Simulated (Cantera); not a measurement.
Charge: 1 mol FeS2, 0.066 mol SO2, 34 mol N2, 1.4 mol H2S, at 1375 °C and 0.0120 bar.

These are equilibrium values from Cantera (NASA tables, ideal gas, pure condensed phases), not measurements of a reactor. Candidate condensed phases: Fe, FeO, Fe(OH)2, Fe(OH)3, FeS, FeSO4, FeS2, Fe2O3, Fe2(SO4)3, Fe3O4, H2O, H2SO4, S; 38 gas species. FeS: taken at fixed stoichiometry. Equilibrium is a limit: real reactors are often held back by kinetics, nucleation or transport.

Base state: N2 0.928, H2 0.0333, S2 0.0323, H2O 0.00317, H2S 0.00124, SH 0.000906, S 0.000319, SO 0.000246 (mole fractions); condensed: FeS(l).

**Question.** What changes in the equilibrium state with this change: 0.039 mol CO2 added?

**Answer.** 
```tsv
species	before	after
N2	0.928	0.927
H2	0.0333	0.0324
S2	0.0323	0.0322
CO	0	0.00102
Fe	0.000109	0.000109
CO2	0	3.93e-5
SO2	8.72e-5	0.000146
SO	0.000246	0.000318
FeS(l), mol	0.996	0.996
```
Further candidate phases: C, C6H6, C7H8, C8H18, Fe(CO)5.

**Question.** What changes in the equilibrium state with this change: temperature from 1375 °C to 552 °C?

**Answer.** 
```csv
species,before,after
N2,0.928,0.944
H2S,0.00124,0.0335
S2,0.0323,0.0175
H2,0.0333,0.00173
Fe,0.000109,<1e-9
S,0.000319,<1e-9
H,0.000148,<1e-9
"FeS(l), mol",0.996,0
"FeS(s), mol",0,1.00
```
Gases not in the tables: S3 to S7.

**Question.** What changes in the equilibrium state with this change: SO2 from 0.066 to 0.12 mol?

**Answer.** 
```tsv
species	before	after
N2	0.928	0.927
S2	0.0323	0.0328
H2	0.0333	0.0310
H2O	0.00317	0.00546
Fe	0.000109	0.000108
SO2	8.72e-5	0.000300
S2O	1.14e-5	2.15e-5
SO	0.000246	0.000458
FeS(l), mol	0.996	0.996
```
